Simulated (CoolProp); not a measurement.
Vapour-liquid equilibrium of propane (1) + isohexane (2) at 266.4 K; x and y are mole fractions of (1).

Values from CoolProp's multi-fluid Helmholtz-energy mixture model, Lemmon 2009 and Lemmon 2006; pair parameters Bell 2016.

| x | bubble pressure, mixture model (MPa) | bubble pressure, Raoult's law (MPa) | y, mixture model | y, Raoult's law |
|---|---|---|---|---|
| 0.05 | … | 0.02517 | 0.764 | 0.763 |
| 0.15 | 0.06406 | 0.06293 | 0.913 | 0.915 |
| 0.25 | 0.1018 | 0.1007 | 0.950 | 0.953 |
| 0.35 | 0.1391 | 0.1385 | 0.967 | 0.970 |
| 0.45 | … | 0.1762 | … | 0.980 |
| 0.55 | 0.2126 | 0.2140 | … | 0.987 |
| 0.65 | 0.2492 | 0.2518 | … | 0.991 |
| 0.75 | 0.2861 | 0.2895 | 0.993 | 0.995 |
| 0.85 | 0.3239 | 0.3273 | 0.996 | 0.997 |
| 0.95 | 0.3633 | 0.3650 | 0.999 | 0.999 |

### Question
Fill in the missing entries.

### Answer

- 0.05, bubble pressure, mixture model (MPa): 0.02569
- 0.45, bubble pressure, mixture model (MPa): 0.1760
- 0.45, y, mixture model: 0.977
- 0.55, y, mixture model: 0.984
- 0.65, y, mixture model: 0.989

The largest gap from Raoult's law is +2.1 % in bubble pressure, at x = 0.05. No azeotrope shows between x = 0.05 and 0.95.

Pair parameters are fitted to limited data, so mixtures are less certain than the pure fluids. The gap from Raoult's law changes sign with composition, which may be real or a fault of the pair parameters; it wasn't checked against measurements.
